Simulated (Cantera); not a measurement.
Source: NASA polynomial tables (part measured, part estimated), evaluated in Cantera. Values are per mole of reaction as written; species without (g) are pure solids or liquids, kept so even where they would boil at 1 bar.

Q: Between 300 and 1598 K, where is each reaction favourable under standard conditions?
- 3 B + 4 O2(g) + NH3(g) → NO2(g) + 3 HBO2(g)

A: 
- 3 B + 4 O2(g) + NH3(g) → NO2(g) + 3 HBO2(g): ΔG° is -1580 kJ at 300 K and -1458 kJ at 1598 K; it stays negative (K > 1). ΔH° is -1627 kJ and ΔS° -106 J/K at 1598 K.
